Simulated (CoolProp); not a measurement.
R227EA at 298.15 K and 0.127 MPa flows at 9.5 m/s in a round tube of 50 mm bore and 1.5 µm roughness, fully developed (64/Re and Nu = 3.66 if laminar; Colebrook and Gnielinski if turbulent). Each further row changes one setting.

Computed with CoolProp (reference Helmholtz-energy equation of state, Lemmon 2016).

| case | Reynolds number | Darcy friction factor | pressure drop (Pa/m) | heat-transfer coefficient (W/(m² K)) | mass flow (kg/h) |
|---|---|---|---|---|---|
| as stated | 371000 | 0.0143 | 116 | 140 | 606 |
| velocity 19 m/s | 741000 | 0.0128 | 417 | 250 | 1210 |
| diameter 100 mm | 741000 | 0.0125 | 51.1 | 122 | 2420 |

Viscosity comes from a separate model (Huber 2003), an estimate that may be off by 10 % or more. Thermal conductivity comes from a separate model (Huber 2003), an estimate that may be off by 10 % or more.
